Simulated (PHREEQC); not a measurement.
1 kg of water holding 0.047 mol/kgw KCl, 0.045 mol/kgw NaCl, 0.017 mol/kgw SrCl2, 0.0032 mol/kgw MgCl2 and 0.097 mol/kgw CaCl2 is evaporated at 25 °C; the solids stay in contact with the brine. The system is closed to CO2. Only these solids could form: Bischofite, Brucite, Carnallite, Halite, Portlandite, Sylvite, MgCl2_4H2O.

The numbers come from PHREEQC with the Pitzer model, pitzer.dat.

```json
[
 {"water left (kg)": "1", "ionic strength": "0.444", "water activity": "0.992", "Halite (mol)": "0"},
 {"water left (kg)": "0.8219", "ionic strength": "(withheld)", "water activity": "0.990", "Halite (mol)": "0"},
 {"water left (kg)": "0.6755", "ionic strength": "0.657", "water activity": "0.987", "Halite (mol)": "0"},
 {"water left (kg)": "0.5552", "ionic strength": "0.799", "water activity": "0.985", "Halite (mol)": "0"},
 {"water left (kg)": "0.4563", "ionic strength": "0.972", "water activity": "0.981", "Halite (mol)": "0"},
 {"water left (kg)": "0.375", "ionic strength": "1.18", "water activity": "0.977", "Halite (mol)": "0"},
 {"water left (kg)": "0.3082", "ionic strength": "1.44", "water activity": "0.972", "Halite (mol)": "0"},
 {"water left (kg)": "0.2533", "ionic strength": "1.75", "water activity": "0.965", "Halite (mol)": "0"},
 {"water left (kg)": "0.2082", "ionic strength": "2.13", "water activity": "0.956", "Halite (mol)": "0"},
 {"water left (kg)": "0.1711", "ionic strength": "2.59", "water activity": "0.945", "Halite (mol)": "0"},
 {"water left (kg)": "0.1407", "ionic strength": "3.15", "water activity": "0.931", "Halite (mol)": "0"},
 {"water left (kg)": "0.1156", "ionic strength": "3.84", "water activity": "0.913", "Halite (mol)": "0"},
 {"water left (kg)": "0.09502", "ionic strength": "4.67", "water activity": "0.888", "Halite (mol)": "0"},
 {"water left (kg)": "0.07809", "ionic strength": "5.68", "water activity": "(withheld)", "Halite (mol)": "0"},
 {"water left (kg)": "0.06418", "ionic strength": "6.91", "water activity": "0.814", "Halite (mol)": "0"},
 {"water left (kg)": "0.05275", "ionic strength": "8.41", "water activity": "0.760", "Halite (mol)": "0"},
 {"water left (kg)": "0.04335", "ionic strength": "10.2", "water activity": "0.690", "Halite (mol)": "0"},
 {"water left (kg)": "0.03564", "ionic strength": "(withheld)", "water activity": "0.610", "Halite (mol)": "0.00175"},
 {"water left (kg)": "0.0293", "ionic strength": "13.7", "water activity": "0.558", "Halite (mol)": "0.0229"},
 {"water left (kg)": "0.02407", "ionic strength": "15.7", "water activity": "0.480", "Halite (mol)": "0.0355"}
]
```

Q: Complete the blanks.

A: 
- 0.8219, ionic strength: 0.540
- 0.07809, water activity: 0.856
- 0.03564, ionic strength: 12.3

Complexes and solids missing from the database can't appear.
